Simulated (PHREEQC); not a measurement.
0.19 g of hydrous ferric oxide (600 m²/g; 0.2 weak and 0.005 strong sites per Fe, Dzombak-Morel constants, diffuse double layer) in 1 kg of water with 0.3 mol/kgw of an inert sodium salt and 3.1e-05 mol/kgw H3BO3 and 5.6e-07 mol/kgw NiCl2, at 25 °C; the pH is set by adding NaOH or the inert anion's acid. O2 is buffered at 0.21 atm. No CO2 enters from the air. No solid was allowed to form.

Model: ion-association model, wateq4f.dat, run in PHREEQC.

```json
[
 {"pH": "3", "B sorbed (%)": "0.0", "Ni sorbed (%)": "0.0", "surface charge σ (C/m²)": "0.368", "surface potential ψ (mV)": "126"},
 {"pH": "3.38", "B sorbed (%)": "0.0", "Ni sorbed (%)": "0.0", "surface charge σ (C/m²)": "0.365", "surface potential ψ (mV)": "125"},
 {"pH": "3.75", "B sorbed (%)": "0.0", "Ni sorbed (%)": "0.0", "surface charge σ (C/m²)": "0.357", "surface potential ψ (mV)": "124"},
 {"pH": "4.12", "B sorbed (%)": "0.0", "Ni sorbed (%)": "0.0", "surface charge σ (C/m²)": "0.343", "surface potential ψ (mV)": "122"},
 {"pH": "4.5", "B sorbed (%)": "0.0", "Ni sorbed (%)": "0.0", "surface charge σ (C/m²)": "0.318", "surface potential ψ (mV)": "118"},
 {"pH": "4.88", "B sorbed (%)": "0.0", "Ni sorbed (%)": "0.2", "surface charge σ (C/m²)": "0.282", "surface potential ψ (mV)": "112"},
 {"pH": "5.25", "B sorbed (%)": "0.1", "Ni sorbed (%)": "0.8", "surface charge σ (C/m²)": "0.240", "surface potential ψ (mV)": "104"},
 {"pH": "5.62", "B sorbed (%)": "0.1", "Ni sorbed (%)": "3.5", "surface charge σ (C/m²)": "0.196", "surface potential ψ (mV)": "94"},
 {"pH": "6", "B sorbed (%)": "0.1", "Ni sorbed (%)": "14.4", "surface charge σ (C/m²)": "0.154", "surface potential ψ (mV)": "83"},
 {"pH": "6.38", "B sorbed (%)": "0.1", "Ni sorbed (%)": "42.9", "surface charge σ (C/m²)": "0.116", "surface potential ψ (mV)": "70"},
 {"pH": "6.75", "B sorbed (%)": "0.1", "Ni sorbed (%)": "76.3", "surface charge σ (C/m²)": "0.085", "surface potential ψ (mV)": "56"},
 {"pH": "7.12", "B sorbed (%)": "0.1", "Ni sorbed (%)": "93.3", "surface charge σ (C/m²)": "0.058", "surface potential ψ (mV)": "42"},
 {"pH": "7.5", "B sorbed (%)": "0.1", "Ni sorbed (%)": "98.4", "surface charge σ (C/m²)": "0.034", "surface potential ψ (mV)": "26"},
 {"pH": "7.88", "B sorbed (%)": "0.1", "Ni sorbed (%)": "99.7", "surface charge σ (C/m²)": "0.013", "surface potential ψ (mV)": "10"},
 {"pH": "8.25", "B sorbed (%)": "0.1", "Ni sorbed (%)": "99.9", "surface charge σ (C/m²)": "-0.007", "surface potential ψ (mV)": "-6"},
 {"pH": "8.62", "B sorbed (%)": "0.1", "Ni sorbed (%)": "100.0", "surface charge σ (C/m²)": "-0.028", "surface potential ψ (mV)": "-22"},
 {"pH": "9", "B sorbed (%)": "0.1", "Ni sorbed (%)": "100.0", "surface charge σ (C/m²)": "-0.051", "surface potential ψ (mV)": "-37"}
]
```

The oxide is taken as insoluble; below pH 4 it would dissolve.
